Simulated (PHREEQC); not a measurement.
Consider water at 25 °C with 0.037 mol/kgw HF and 0.0023 mol/kgw KF. Closed to the air; pH follows from the charge balance.

The numbers come from PHREEQC with the ion-association model, phreeqc.dat.

Precipitation was switched off in this run.

Problem. What pH does the model give?

Solution. pH 2.40.

Problem. In which forms is F present?

Solution. HF 81 %, F- 15 %, HF2- 3.7 % of the F.
